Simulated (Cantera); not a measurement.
An adiabatic, constant-volume homogeneous reactor starts with CH4 : O2 : N2 : H2O = 1 : 2 : 9.4 : 0.72 (molar parts), equivalence ratio 1.0, at 1400 K and 9.50 bar. Integrator tolerance rtol = 1e-08.

Model: GRI-Mech 3.0 (53 species, 325 reactions), integrated in Cantera.

Task: What does this change do: CH4 1 to 0.79 parts?

Result: 
```tsv
quantity	before	after
time of steepest temperature rise	0.673 ms	0.605 ms
temperature at 1.00 s	2868 K	2732 K
equilibrium temperature	2868 K	2732 K
x(CH4) at 1.00 s	<1e-12 (gas-phase equilibrium <1e-12)	<1e-12 (gas-phase equilibrium <1e-12)
x(O2) at 1.00 s	0.0101 (gas-phase equilibrium 0.0101)	0.0290 (gas-phase equilibrium 0.0290)
x(H2O) at 1.00 s	0.184 (gas-phase equilibrium 0.184)	0.167 (gas-phase equilibrium 0.167)
x(HCO) at 1.00 s	1.02e-7 (gas-phase equilibrium 1.02e-7)	1.45e-8 (gas-phase equilibrium 1.45e-8)
x(CO) at 1.00 s	0.0231 (gas-phase equilibrium 0.0231)	0.00812 (gas-phase equilibrium 0.00812)
x(H) at 1.00 s	0.00251 (gas-phase equilibrium 0.00251)	0.000920 (gas-phase equilibrium 0.000920)
x(N2O) at 1.00 s	1.96e-6 (gas-phase equilibrium 1.96e-6)	2.73e-6 (gas-phase equilibrium 2.73e-6)
```

Task: What does this change do: initial temperature 1400 to 1050 K?

Result: 
```csv
quantity,before,after
time of steepest temperature rise,0.673 ms,44.9 ms
temperature at 1.00 s,2868 K,2709 K
equilibrium temperature,2868 K,2709 K
x(CH4) at 1.00 s,<1e-12 (gas-phase equilibrium <1e-12),<1e-12 (gas-phase equilibrium <1e-12)
x(O2) at 1.00 s,0.0101 (gas-phase equilibrium 0.0101),0.00667 (gas-phase equilibrium 0.00667)
x(H2O) at 1.00 s,0.184 (gas-phase equilibrium 0.184),0.193 (gas-phase equilibrium 0.193)
x(HCO) at 1.00 s,1.02e-7 (gas-phase equilibrium 1.02e-7),4.07e-8 (gas-phase equilibrium 4.07e-8)
x(CO) at 1.00 s,0.0231 (gas-phase equilibrium 0.0231),0.0152 (gas-phase equilibrium 0.0152)
x(H) at 1.00 s,0.00251 (gas-phase equilibrium 0.00251),0.00101 (gas-phase equilibrium 0.00101)
x(N2O) at 1.00 s,1.96e-6 (gas-phase equilibrium 1.96e-6),1.44e-6 (gas-phase equilibrium 1.44e-6)
```

Task: What does this change do: 0.035 parts C2H6 added?

Result: 
```tsv
quantity	before	after
time of steepest temperature rise	0.673 ms	0.365 ms
temperature at 1.00 s	2868 K	2889 K
equilibrium temperature	2868 K	2889 K
x(CH4) at 1.00 s	<1e-12 (gas-phase equilibrium <1e-12)	<1e-12 (gas-phase equilibrium <1e-12)
x(O2) at 1.00 s	0.0101 (gas-phase equilibrium 0.0101)	0.00688 (gas-phase equilibrium 0.00688)
x(H2O) at 1.00 s	0.184 (gas-phase equilibrium 0.184)	0.186 (gas-phase equilibrium 0.186)
x(HCO) at 1.00 s	1.02e-7 (gas-phase equilibrium 1.02e-7)	1.56e-7 (gas-phase equilibrium 1.56e-7)
x(CO) at 1.00 s	0.0231 (gas-phase equilibrium 0.0231)	0.0292 (gas-phase equilibrium 0.0292)
x(H) at 1.00 s	0.00251 (gas-phase equilibrium 0.00251)	0.00306 (gas-phase equilibrium 0.00306)
x(N2O) at 1.00 s	1.96e-6 (gas-phase equilibrium 1.96e-6)	1.67e-6 (gas-phase equilibrium 1.67e-6)
```
